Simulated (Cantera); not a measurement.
# Pyrogenic steam for wet oxidation

An isothermal, constant-pressure homogeneous reactor starts with H2 : O2 : N2 = 1.1 : 1 : 0.73 (molar parts), at 1423 K and 585 Torr.

Model: the H2/O2 subset of GRI-Mech 3.0, which has no nitrogen chemistry, integrated in Cantera. The temperature is held fixed by assumption; the heat of reaction is taken as removed at once.

```tsv
t (s)	x H2	x O2	x H2O	x H	x O	x OH	x H2O2
1.00e-5	0.271	0.300	0.0838	0.0591	0.0154	0.0112	4.69e-6
2.51e-5	0.0204	0.195	0.428	0.0200	0.0145	0.0133	1.50e-5
6.31e-5	0.00243	0.196	0.476	0.000535	0.00131	0.00376	5.37e-6
0.000159	0.000308	0.197	0.481	2.42e-5	0.000164	0.00136	1.66e-6
0.000399	4.86e-5	0.197	0.482	1.99e-6	3.23e-5	0.000615	5.65e-7
0.00100	1.06e-5	0.197	0.482	2.65e-7	8.75e-6	0.000321	2.09e-7
0.00252	3.19e-6	0.197	0.482	5.09e-8	2.93e-6	0.000185	8.41e-8
0.00632	1.31e-6	0.197	0.482	1.43e-8	1.21e-6	0.000119	3.96e-8
0.0159	8.44e-7	0.197	0.482	7.45e-9	7.40e-7	9.29e-5	2.63e-8
0.0399	7.92e-7	0.197	0.482	6.74e-9	6.82e-7	8.91e-5	2.46e-8
0.100	7.91e-7	0.197	0.482	6.74e-9	6.82e-7	8.91e-5	2.46e-8
0.252	7.91e-7	0.197	0.482	6.74e-9	6.82e-7	8.91e-5	2.46e-8
0.634	7.91e-7	0.197	0.482	6.74e-9	6.82e-7	8.91e-5	2.46e-8
1.59	7.91e-7	0.197	0.482	6.74e-9	6.82e-7	8.91e-5	2.46e-8
4.00	7.91e-7	0.197	0.482	6.74e-9	6.82e-7	8.91e-5	2.46e-8
```
x: mole fraction; the columns are a selection and need not sum to one.

Equilibrium at this temperature and pressure: H2 7.91e-7, O2 0.197, H2O 0.482, H 6.74e-9, O 6.82e-7, OH 8.91e-5, H2O2 2.46e-8 (gas phase only).
